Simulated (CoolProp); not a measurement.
Ethanol at 404.18 K and 0.364 MPa is throttled through a valve to 0.0644 MPa with no heat exchange. Each further row changes one setting.

The numbers come from the reference Helmholtz-energy equation of state, Schroeder 2014 in CoolProp.

```csv
case,temperature change (K),final density (kg/m³)
as stated,…,…
outlet pressure 0.0193 MPa,…,…
outlet pressure 0.0837 MPa,-9.4,1.19
```

Fill in the missing entries.


- as stated, temperature change (K): -10.1
- as stated, final density (kg/m³): 0.916
- outlet pressure 0.0193 MPa, temperature change (K): -11.7
- outlet pressure 0.0193 MPa, final density (kg/m³): 0.273
